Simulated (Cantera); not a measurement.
Cantera run, input and output.

```python
import numpy as np
import cantera as ct

surf = ct.Interface("diamond.yaml", "diamond_100")
gas, bulk = surf.adjacent["gas"], surf.adjacent["diamond"]
k = surf.kinetics_species_index(bulk.species_names[0])
cover = ["c6HH", "c6H*", "c6*H", "c6**", "c6HM", "c6B"]

rows, drift = [], 0.0
print(f"{'T':>10s}{'um/h':>11s}" + "".join(f"{s:>11s}" for s in cover))
for v in [900, 975, 1050, 1125, 1200, 1275, 1350]:
    T, P, xH, xCH3 = v, 4400, 0.0026, 2.3e-05
    gas.TPX = T, P, {"H": xH, "CH3": xCH3, "CH4": 0.0024, "H2": 1 - xH - xCH3 - 0.0024}
    surf.TP = bulk.TP = T, P
    surf.coverages = "c6H*:0.1, c6HH:0.9"
    surf.advance_coverages(100.0)
    before = surf.coverages
    surf.advance_coverages(100.0)
    drift = max(drift, np.max(np.abs(surf.coverages - before) / (surf.coverages + 1e-9)))
    rate = surf.net_production_rates[k] * bulk.mean_molecular_weight / bulk.density * 3.6e9
    rows.append([rate, *surf[cover].coverages])
    print(f"{v:10.4g}{rate:11.4e}" + "".join(f"{x:11.3e}" for x in rows[-1][1:]))
```

Output:

```
         T       um/h       c6HH       c6H*       c6*H       c6**       c6HM        c6B
       900 3.1251e-01  6.860e-01  1.038e-02  2.902e-01  4.308e-03  7.354e-03  8.480e-10
       975 4.5105e-01  6.166e-01  1.605e-02  3.527e-01  7.914e-03  5.067e-03  1.224e-09
      1050 5.1652e-01  5.525e-01  2.277e-02  4.073e-01  1.306e-02  3.042e-03  1.402e-09
      1125 3.8153e-01  4.960e-01  3.023e-02  4.522e-01  1.968e-02  1.221e-03  1.035e-09
      1200 2.1296e-01  4.475e-01  3.802e-02  4.865e-01  2.742e-02  3.218e-04  5.779e-10
      1275 1.5551e-01  4.074e-01  4.583e-02  5.108e-01  3.571e-02  7.388e-05  4.220e-10
      1350 1.4701e-01  3.758e-01  5.343e-02  5.267e-01  4.390e-02  1.697e-05  3.989e-10
```

Model: the Harris–Goodwin 1993 mechanism for the reconstructed diamond (100) surface, integrated in Cantera.
